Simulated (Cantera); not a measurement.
Feed: 1 mol SiC, 0.083 mol O2, 450 mol H2, equilibrated at 1073.15 K.

Method: chemical equilibrium by Gibbs-energy minimisation in Cantera with the NASA 1993 tables (ideal gas, pure condensed phases). Candidate condensed phases: C, C6H6, C7H8, C8H18, H2O, Si, SiC, SiO2; 123 gas species. Mutual solubility and eutectic melting of coexisting phases are not modelled. Rates play no part.

Which condensed phases are stable at each of these points (P (Pa)): 0.100, 2.50, 63, 1600, 40000, 1000000?


| P (Pa) | condensed phases | Si condensed (%) |
|---|---|---|
| 0.100 | SiC(s) | 91.7 |
| 2.50 | SiC(s) + SiO2(β-quartz) | 96.8 |
| 63 | SiC(s) + SiO2(β-quartz) | 100.0 |
| 1600 | SiC(s) + SiO2(β-quartz) | 100.0 |
| 40000 | SiC(s) + SiO2(β-quartz) | 100.0 |
| 1000000 | Si(s) + SiC(s) + SiO2(β-quartz) | 99.8 |

At 0.100 Pa the condensed part is SiC(s). From 2.50 Pa to 0.400 bar the condensed part is SiC(s) + SiO2(β-quartz). At 10.0 bar the condensed part is Si(s) + SiC(s) + SiO2(β-quartz).
